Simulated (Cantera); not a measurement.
An adiabatic, constant-volume homogeneous reactor starts with H2 : O2 : N2 : H2O = 1 : 0.357 : 1.34 : 0.1 (molar parts), at 1023 K and 36000 Pa.

Computed with Cantera and the H2/O2 subset of GRI-Mech 3.0, which has no nitrogen chemistry.

One state of this run: T (K) = 1993; P (bar) = 0.667; x H2 = 0.110; x O2 = 0.0126; x H2O = 0.247; x HO2 = 4.94e-6; x O = 0.0129; x OH = 0.0207. x: mole fraction; the columns are a selection and need not sum to one.

Problem. Which value of t (s) does it belong to?
(A) 0.000464
(B) 4.64e-6
(C) 0.00215
(D) 0.000100

Solution. A, 0.000464
